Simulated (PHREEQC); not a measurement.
A column of 0.1 m (30 cells, dispersivity 0.005 m, 720 s a shift, diffusion coefficient 3e-10 m²/s) holds 0.044 eq of the database's cation exchanger X per kg of pore water, first in equilibrium with 3.8 mmol/kgw CaCl2, 2.6 mmol/kgw SrCl2, 30 mmol/kgw KCl and 0.01 mmol/kgw HCl. It is flushed with 4.6 mmol/kgw CaCl2, 5.9 mmol/kgw KBr, 33 mmol/kgw SrCl2 and 0.01 mmol/kgw HCl, at 25 °C. Values are for the last cell. CO2 from the air is kept out. Nothing may precipitate in this run.

Base run: PHREEQC, ion-association model, phreeqc.dat. Each further column changes one thing. The table gives K in solution (mol/kgw).

```csv
pore volumes,base,exchange capacity from 0.044 to 0.022 eq/kgw,dispersivity from 0.005 to 0.01 m
0,0.0300,0.0300,0.0300
0.2833,0.0300,0.0300,0.0300
0.6833,0.0328,0.0320,0.0338
1.083,0.0346,0.0255,0.0302
1.35,0.0263,0.0166,0.0235
1.617,0.0177,0.0108,0.0175
2.017,0.0102,0.00721,0.0117
2.417,0.00726,0.00621,0.00863
2.683,0.00651,0.00602,0.00754
2.95,0.00617,0.00594,0.00687
3.35,0.00598,0.00591,0.00634
3.75,0.00592,0.00590,0.00610
4.017,0.00591,0.00590,0.00602
```
